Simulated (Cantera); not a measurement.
Cantera run:

```python
import numpy as np
import cantera as ct

gas_names = [...]  # 47 gases of nasa_gas.yaml made of Cl, H, N, O, Si
cond_names = """
    H2O(s) H2O(L) NH4CL(a) NH4CL(b) Si(cr) Si(L) SiO2(Lqz) SiO2(hqz) SiO2(L) Si2N2O(s) Si3N4(a)
""".split()


# ... load() reads the species with a 1 bar reference pressure and builds the phases ...
atoms = {
    'SiH2Cl2': {'Si': 1, 'H': 2, 'CL': 2},
    'N2O': {'N': 2, 'O': 1},
    'N2': {'N': 2},
}
top_T = {'Si2N2O(s)': 2100, 'Si3N4(a)': 2400}  # K; cautious upper limits of use, not melting points


# ... equilibrate(T, P, feed) seeds the gas with the atoms and calls Mixture.equilibrate('TP', solver="vcs", rtol=1e-11, max_steps=5000) ...
results = []
feed = {'SiH2Cl2': 1, 'N2O': 2, 'N2': 150}  # mol
T = 973.15  # K
P = 1600  # Pa
mix = equilibrate(T, P, feed)
results.append((T, P, feed, dict(zip(mix.species_names, mix.species_moles))))
x = sorted(zip(gas.X, gas.species_names), reverse=True)
print(f"T = {T:g} K  P = {P:g} Pa  gas = {mix.phase_moles(0):.4g} mol")
print("   x: " + "  ".join(f"{s} {v:.3e}" for v, s in x if v > 0.001))
print("   condensed (mol): " + ("  ".join(f"{mix.phase(i).name} {mix.phase_moles(i):.4g}"
      for i in range(1, mix.n_phases) if mix.phase_moles(i) > 1e-12) or "none"))
```

It prints:

```
T = 973.15 K  P = 1600 Pa  gas = 154 mol
   x: N2 9.870e-01  HCL 1.299e-02
   condensed (mol): SiO2(hqz) 1
```

Cantera equilibrium calculation (NASA polynomials, part measured and part estimated; ideal gas, pure solids and liquids).
